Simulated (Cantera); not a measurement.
# Moist CO burnout

A perfectly stirred reactor is fed with 1.16 % CO, 0.338 % O2, 2.03 % H2O, 96.5 % N2, at 1.97 atm; it is held at 1225 K, and followed from long to short residence time.

Model: GRI-Mech 3.0 (53 species, 325 reactions), integrated in Cantera.

```tsv
τ (s)	x CO	x O2	x H2O	x NO	x H2O2	x H2
1.2	0.00236	1.16e-5	0.0178	4.61e-8	1.10e-9	0.00249
0.57	0.00245	1.73e-5	0.0179	6.26e-8	2.13e-9	0.00239
0.28	0.00257	2.58e-5	0.0180	8.55e-8	3.98e-9	0.00228
0.14	0.00273	3.91e-5	0.0181	1.17e-7	7.25e-9	0.00213
0.067	0.00296	6.29e-5	0.0183	1.64e-7	1.37e-8	0.00193
0.033	0.00326	0.000105	0.0185	2.23e-7	2.50e-8	0.00170
0.016	0.00368	0.000190	0.0187	2.87e-7	4.57e-8	0.00142
0.0078	0.00433	0.000369	0.0190	3.24e-7	8.00e-8	0.00114
0.0038	0.00533	0.000730	0.0192	2.95e-7	1.27e-7	0.000873
0.0019	0.00672	0.00130	0.0194	2.08e-7	1.70e-7	0.000668
0.00091	0.00851	0.00208	0.0196	1.01e-7	1.88e-7	0.000481
```
x: mole fraction; the columns are a selection and need not sum to one.
